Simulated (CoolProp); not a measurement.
Vapour-liquid equilibrium of CH2F2 (R32) (1) + dimethyl ether (2) at -64.15 °C; x and y are mole fractions of (1).

Model: multi-fluid Helmholtz-energy mixture model, Tillner-Roth 1997 and Wu 2011; pair parameters Bell 2016, in CoolProp.

```tsv
x	bubble pressure (bar)	y at the bubble point	dew pressure at overall composition x (bar)	liquid density (mol/L)
0.05	0.1421	0.166	0.1294	17.34
0.15	0.1807	0.415	0.1402	17.86
0.25	0.2223	0.582	0.1531	18.42
0.35	0.2651	0.697	0.1687	19.01
0.45	0.3073	0.779	0.1881	19.63
0.55	0.3480	0.839	0.2128	20.29
0.65	0.3867	0.885	0.2456	21.00
0.75	0.4235	0.923	0.2908	21.77
0.85	0.4592	0.955	0.3565	22.59
0.95	0.4947	0.985	0.4535	23.49
```

No azeotrope shows between x = 0.05 and 0.95.

Pair parameters are fitted to limited data, so mixtures are less certain than the pure fluids. The gap from Raoult's law changes sign with composition, which may be real or a fault of the pair parameters; it wasn't checked against measurements.
